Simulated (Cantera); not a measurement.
Feed: 1 mol SiH2Cl2, 31 mol NH3, 83 mol H2, equilibrated at 39000 Pa.

Method: chemical equilibrium by Gibbs-energy minimisation in Cantera with the NASA 1993 tables (ideal gas, pure condensed phases). Candidate condensed phases: NH4Cl, Si, Si3N4; 28 gas species. The tables' values for SiCl, SiN are old estimates; treat these amounts as uncertain. Gases not in the tables: Si2H6 and higher silanes. Equilibrium is a limit: real reactors are often held back by kinetics, nucleation or transport.

x: gas mole fraction; n: condensed amount in mol.

```csv
T (°C),x H2,x N2,x HCl,x H,x Si,x SiCl2,n Si3N4(s),n Si(l)
575,0.885,0.101,0.0137,2.87e-11,<1e-12,<1e-12,0.333,0
675,0.885,0.101,0.0137,7.90e-10,<1e-12,3.45e-11,0.333,0
775,0.885,0.101,0.0137,1.16e-8,<1e-12,8.58e-10,0.333,0
875,0.885,0.101,0.0137,[?],<1e-12,[?],0.333,0
975,0.885,0.101,0.0137,7.03e-7,<1e-12,1.11e-7,0.333,0
1075,0.885,0.101,0.0137,3.49e-6,<1e-12,7.22e-7,0.333,0
1175,0.885,0.101,0.0137,1.39e-5,4.17e-11,3.61e-6,0.333,0
1275,0.885,0.101,0.0136,4.64e-5,1.69e-9,1.45e-5,0.333,0
1375,0.885,0.101,0.0136,0.000134,4.35e-8,4.86e-5,0.331,0
1475,0.885,0.101,0.0134,0.000344,7.65e-7,0.000138,0.326,0
1575,0.884,0.102,0.0130,[?],[?],[?],0.315,0
1675,0.880,0.105,0.0126,0.00170,5.96e-5,0.000462,0,0.904
1775,0.878,0.105,0.0127,0.00336,0.000194,0.000415,0,0.871
1875,0.875,0.105,0.0127,0.00624,0.000564,0.000373,0,0.783
```

Some entries are withheld; supply them.


- 875, x H: 1.08e-7
- 875, x SiCl2: 1.21e-8
- 1575, x H: 0.000798
- 1575, x Si: 9.81e-6
- 1575, x SiCl2: 0.000336
